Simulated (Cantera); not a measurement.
Feed: 1 mol B2O3, 0.84 mol NH3, at 1400 K and 0.593 Torr.

Equilibrium computed with Cantera from the NASA thermochemical tables; the gas is ideal and each condensed phase is pure. Candidate condensed phases: B, BN, B2O3, B3O3H3, H2O; 39 gas species. Mutual solubility and eutectic melting of coexisting phases are not modelled. Equilibrium is a limit: real reactors are often held back by kinetics, nucleation or transport.

Base state: H2 0.739, N2 0.248, HBO2 0.00621, HBO 0.00369, B2O3 0.00304, H2O 0.000349, B2O2 0.000184, H 0.000149 (mole fractions); condensed: BN(s) + B2O3(l).

Problem. What changes in the equilibrium state with this change: temperature from 1400 K to 2198.15 K?

Solution. 
```
species         before     after
------------  --------  --------
H2               0.739     0.270
B2O3           0.00304     0.176
N2               0.248     0.138
BO             2.26e-5     0.127
H             0.000149     0.103
H2O           0.000349    0.0133
HBO2           0.00621     0.130
HBO            0.00369    0.0274
OH             1.40e-9  0.000704
BO2            3.10e-8   0.00829
O                <1e-9  0.000187
NO               <1e-9   2.26e-5
B2O2          0.000184   0.00579
BN(s), mol     0.00160         0
B2O3(l), mol     0.985         0
```
